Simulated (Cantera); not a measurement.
A closed system holds: 1 mol Si, a varied amount of Cl₂, 18 mol H₂, at 977 °C and 1880 Torr.

These are equilibrium values from Cantera (NASA tables, ideal gas, pure condensed phases), not measurements of a reactor. Candidate condensed phases: Si; 19 gas species. The tables' values for SiCl₃ are old estimates; treat these amounts as uncertain. Rates play no part.

x: gas mole fraction; n: condensed amount in mol.

| n(Cl₂) (mol) | x H₂ | x HCl | x SiCl₄ | x SiHCl₃ | n Si(s) |
|---|---|---|---|---|---|
| 0.5 | 0.968 | 0.0213 | 0.00300 | 0.00486 | 0.801 |
| 0.61 | 0.963 | 0.0231 | 0.00417 | 0.00619 | 0.743 |
| 0.73 | 0.958 | 0.0247 | (withheld) | (withheld) | (withheld) |
| 0.89 | 0.952 | 0.0265 | 0.00744 | 0.00951 | 0.594 |
| 1.1 | 0.944 | 0.0285 | 0.0101 | 0.0119 | 0.480 |
| 1.3 | 0.936 | 0.0301 | (withheld) | (withheld) | (withheld) |
| 1.6 | 0.926 | 0.0321 | 0.0168 | 0.0173 | 0.207 |
| 1.9 | 0.916 | 0.0337 | 0.0210 | 0.0203 | 0.0426 |
| 2.3 | 0.892 | 0.0560 | 0.0295 | 0.0167 | 0 |

Fill in the missing entries.


- 1.3, x SiCl₄: 0.0127
- 1.3, x SiHCl₃: 0.0141
- 1.3, n Si(s): 0.371
- 0.73, x SiCl₄: 0.00552
- 0.73, x SiHCl₃: 0.00763
- 0.73, n Si(s): 0.679
